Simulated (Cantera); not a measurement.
**Adiabatic ignition**

An adiabatic, constant-volume homogeneous reactor starts with 2.26 % C₃H₈, 20.5 % O₂, 77.2 % N₂, equivalence ratio 0.55, at 1598 K and 1.48 atm.

Model: GRI-Mech 3.0 (53 species, 325 reactions), integrated in Cantera. GRI-Mech 3.0 was tuned for natural gas; its chemistry of propane as a main component is partial and can be far from experiment.

```tsv
t (s)	T (K)	P (bar)	x C₃H₈	x O₂	x H	x CH₃	x N₂O
1.00e-6	1595	1.50	0.0223	0.205	1.55e-5	0.000288	3.06e-11
2.51e-6	1591	1.49	0.0216	0.205	2.35e-5	0.000864	2.45e-10
6.31e-6	1585	1.49	0.0191	0.203	4.56e-5	0.00203	1.15e-9
1.58e-5	1622	1.55	0.00975	0.194	0.000191	0.00270	5.60e-9
3.98e-5	2470	2.46	<1e-12	0.0896	0.00842	<1e-12	7.47e-7
0.000100	2723	2.67	<1e-12	0.0888	0.00273	<1e-12	1.43e-6
0.000251	2750	2.69	<1e-12	0.0875	0.00224	<1e-12	1.57e-6
0.000631	2743	2.68	<1e-12	0.0851	0.00216	<1e-12	1.59e-6
0.00158	2733	2.67	<1e-12	0.0819	0.00207	<1e-12	1.67e-6
0.00398	2727	2.66	<1e-12	0.0800	0.00201	<1e-12	1.73e-6
0.0100	2726	2.66	<1e-12	0.0799	0.00201	<1e-12	1.74e-6
0.0251	2726	2.66	<1e-12	0.0799	0.00201	<1e-12	1.74e-6
0.0631	2726	2.66	<1e-12	0.0799	0.00201	<1e-12	1.74e-6
0.158	2726	2.66	<1e-12	0.0799	0.00201	<1e-12	1.74e-6
0.398	2726	2.66	<1e-12	0.0799	0.00201	<1e-12	1.74e-6
1.00	2726	2.66	<1e-12	0.0799	0.00201	<1e-12	1.74e-6
```
x: mole fraction; the columns are a selection and need not sum to one.

time of steepest temperature rise: 24.1 µs
temperature at 1.00 s: 2726 K
equilibrium temperature: 2726 K
x(C₃H₈) at 1.00 s: <1e-12 (gas-phase equilibrium <1e-12)
x(O₂) at 1.00 s: 0.0799 (gas-phase equilibrium 0.0799)
x(H) at 1.00 s: 0.00201 (gas-phase equilibrium 0.00201)
